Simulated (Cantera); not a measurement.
Ignition delay

Mixture: 5.27 % CO, 0.179 % H₂, 3.16 % CH₄, 19.2 % O₂, 72.2 % N₂, equivalence ratio 0.47, at 10.0 bar, adiabatic and at constant pressure. Ignition delay is the time to a rise of 400 K.

Computed with Cantera and GRI-Mech 3.0 (53 species, 325 reactions).

```tsv
T0 (K)	delay (ms)
1250	1.21
1325	0.515
1400	0.239
1475	0.120
1550	0.0647
1625	0.0372
```

The apparent activation energy between 1475 and 1625 K is 160 kJ/mol.
